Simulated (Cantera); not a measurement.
A closed system holds: 1 mol Ta, a varied amount of O2, 360 mol H2, held at 0.100 bar.

Method: chemical equilibrium by Gibbs-energy minimisation in Cantera with the NASA 1993 tables (ideal gas, pure condensed phases). Candidate condensed phases: H2O, Ta, Ta2O5; 12 gas species. Mutual solubility and eutectic melting of coexisting phases are not modelled. Condensed phases not in the tables: N, O or C dissolved in the metal. Rates play no part.

What condenses at these points (T in K, n(O2) in mol): (2275, 1.2); (2425, 2.4); (2475, 2.4); (2225, 2); (2225, 1); (2475, 1.2); (2475, 0.66)?


| T (K) | n(O2) in mol | condensed phases | Ta condensed (%) |
|---|---|---|---|
| 2275 | 1.2 | Ta + Ta2O5 | 76.9 |
| 2425 | 2.4 | gas only | 0.0 |
| 2475 | 2.4 | gas only | 0.0 |
| 2225 | 2 | Ta2O5 | 88.6 |
| 2225 | 1 | Ta + Ta2O5 | 87.7 |
| 2475 | 1.2 | Ta | 34.6 |
| 2475 | 0.66 | Ta | 68.7 |
